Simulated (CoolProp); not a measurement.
Dimethyl carbonate at 406.03 K and 0.254 MPa is throttled through a valve to 0.127 MPa with no heat exchange. Each further row changes one setting.

The numbers come from the reference Helmholtz-energy equation of state, Zhou 2011 in CoolProp.

```
case                        temperature change (K)  final density (kg/m³)
--------------------------  ----------------------  ---------------------
as stated                                        ?                      ?
outlet pressure 0.0381 MPa                       ?                      ?
outlet pressure 0.165 MPa                     -1.6                      ?
```

Question: Some entries are withheld; supply them.

Answer: 
- as stated, temperature change (K): -2.2
- as stated, final density (kg/m³): 3.50
- outlet pressure 0.0381 MPa, temperature change (K): -3.7
- outlet pressure 0.0381 MPa, final density (kg/m³): 1.03
- outlet pressure 0.165 MPa, final density (kg/m³): 4.57
